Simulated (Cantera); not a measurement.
An adiabatic, constant-volume homogeneous reactor starts with CH₄ : C₂H₆ : O₂ : N₂ : CO₂ = 1 : 0.045 : 1.14 : 9.08 : 0.29 (molar parts), at 1500 K and 7500 Torr. Integrator tolerance rtol = 1e-08.

Cantera simulation using GRI-Mech 3.0 (53 species, 325 reactions); the numbers are that mechanism's predictions, not measurements.

Q: What does this change do: initial temperature 1500 to 1698 K?

A: 
| quantity | before | after |
|---|---|---|
| time of steepest temperature rise | 0.249 ms | 42.6 µs |
| temperature at 3.00 s | 2407 K | 2587 K |
| equilibrium temperature | 2407 K | 2587 K |
| x(CH₄) at 3.00 s | 5.03e-10 (gas-phase equilibrium 5.60e-10) | 2.06e-10 (gas-phase equilibrium 2.30e-10) |
| x(C₂H₆) at 3.00 s | <1e-12 (gas-phase equilibrium <1e-12) | <1e-12 (gas-phase equilibrium <1e-12) |
| x(O₂) at 3.00 s | 1.46e-6 (gas-phase equilibrium 1.46e-6) | 9.22e-6 (gas-phase equilibrium 9.22e-6) |
| x(C₂H) at 3.00 s | <1e-12 (gas-phase equilibrium <1e-12) | <1e-12 (gas-phase equilibrium <1e-12) |
| x(C₂H₄) at 3.00 s | <1e-12 (gas-phase equilibrium <1e-12) | <1e-12 (gas-phase equilibrium <1e-12) |
| x(CH₂CO) at 3.00 s | 1.08e-12 (gas-phase equilibrium 1.19e-12) | <1e-12 (gas-phase equilibrium <1e-12) |

Q: What does this change do: CH4 1 to 1.4 parts?

A: 
| quantity | before | after |
|---|---|---|
| time of steepest temperature rise | 0.249 ms | 0.334 ms |
| temperature at 3.00 s | 2407 K | 2154 K |
| equilibrium temperature | 2407 K | 2154 K |
| x(CH₄) at 3.00 s | 5.03e-10 (gas-phase equilibrium 5.60e-10) | 2.50e-8 (gas-phase equilibrium 2.79e-8) |
| x(C₂H₆) at 3.00 s | <1e-12 (gas-phase equilibrium <1e-12) | <1e-12 (gas-phase equilibrium <1e-12) |
| x(O₂) at 3.00 s | 1.46e-6 (gas-phase equilibrium 1.46e-6) | 9.62e-9 (gas-phase equilibrium 9.62e-9) |
| x(C₂H) at 3.00 s | <1e-12 (gas-phase equilibrium <1e-12) | <1e-12 (gas-phase equilibrium <1e-12) |
| x(C₂H₄) at 3.00 s | <1e-12 (gas-phase equilibrium <1e-12) | <1e-12 (gas-phase equilibrium <1e-12) |
| x(CH₂CO) at 3.00 s | 1.08e-12 (gas-phase equilibrium 1.19e-12) | 1.47e-11 (gas-phase equilibrium 1.64e-11) |
